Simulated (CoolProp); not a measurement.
Values from CoolProp's reference Helmholtz-energy equation of state, Thol 2018.

Task: For hydrogen chloride, give the phase and the cp (kJ/(kg K)), expansivity (1/kK) at 302.6 K and 13.4 MPa.

Result: 
- 302.6 K and 13.4 MPa: liquid; cp 2.06, expansivity 5.08
